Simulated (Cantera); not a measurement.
Feed: 1 mol SiH₄, 3.6 mol N₂, held at 1525 °C and 13.3 mbar.

Equilibrium computed with Cantera from the NASA thermochemical tables; the gas is ideal and each condensed phase is pure. Candidate condensed phases: Si, Si₃N₄; 18 gas species. Mutual solubility and eutectic melting of coexisting phases are not modelled. Gases not in the tables: Si₂H₆ and higher silanes. Rates play no part.

Base state: N₂ 0.641, H₂ 0.357, H 0.00182, Si 0.000232, SiH 1.83e-5, Si₂N 1.54e-5, SiH₂ 1.06e-5 (mole fractions); condensed: Si(l) + Si₃N₄(s).

Task: What changes in the equilibrium state with this change: pressure from 13.3 mbar to 0.100 bar?

Result: 
| species | before | after |
|---|---|---|
| N₂ | 0.641 | 0.594 |
| H₂ | 0.357 | 0.405 |
| H | 0.00182 | 0.000709 |
| Si | 0.000232 | 8.48e-6 |
| Si₂N | 1.54e-5 | 4.07e-7 |
| SiH | 1.83e-5 | 1.96e-6 |
| SiH₂ | 1.06e-5 | 3.28e-6 |
| Si(l), mol | 0.968 | 0 |
| Si₃N₄(s), mol | 0.0102 | 0.333 |
